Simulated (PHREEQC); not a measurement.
Dissolve 0.016 mol NH3, 0.00072 mol Na2SiO3 and 0.0017 mol Na2CO3 per kg of water at 25 °C. Closed to the air; pH follows from the charge balance.

Equilibrium calculation in PHREEQC: ion-association model, phreeqc.dat.

```json
[
 {"quantity": "pH", "before": "11.05", "after": "11.00"},
 {"quantity": "ionic strength (mol/kgw)", "before": "0.00643", "after": "0.00174"},
 {"quantity": "NH4+ (mol/kgw)", "before": "0.000271", "after": "0.000292"}
]
```

Task: What was changed between the two runs?
A) diluted 10-fold with water
B) Na2SiO3 left out
C) Na2CO3 from 0.0017 to 0.00017 mol/kgw
D) Na2CO3 left out

Result: D, Na2CO3 left out

This is a speciation only: nothing precipitates in the calculation.
